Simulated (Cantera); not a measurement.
Input: 1 mol BF3, 1.7 mol O2, 0.25 mol H2, at 1298.15 K and 0.220 bar.

Equilibrium computed with Cantera from the NASA thermochemical tables; the gas is ideal and each condensed phase is pure. Candidate condensed phases: B, B2O3, B3O3H3, H2O; 43 gas species. Gases not in the tables: H3BO3. Rates play no part.

Base state: O2 0.541, BF3 0.282, HF 0.125, H2O 0.0231, B3O3F3 0.0167, BOF 0.0113, HBO2 0.000638, BOF2 0.000109 (mole fractions); condensed: gas only.

Question: What changes in the equilibrium state with this change: H2 from 0.25 to 88 mol?

Answer: 
| species | before | after |
|---|---|---|
| H2 | 5.62e-9 | 0.945 |
| H2O | 0.0231 | 0.0260 |
| HF | 0.125 | 0.0229 |
| O2 | 0.541 | <1e-9 |
| BF3 | 0.282 | 0.00222 |
| B3O3F3 | 0.0167 | 0.000308 |
| BOF | 0.0113 | 0.00298 |
| BOF2 | 0.000109 | <1e-9 |
| BHF2 | <1e-9 | 1.52e-5 |
| (HBO2)3 | 3.82e-6 | 1.63e-5 |
| HBO2 | 0.000638 | 0.00103 |
| B2O3(l), mol | 0 | 0.176 |
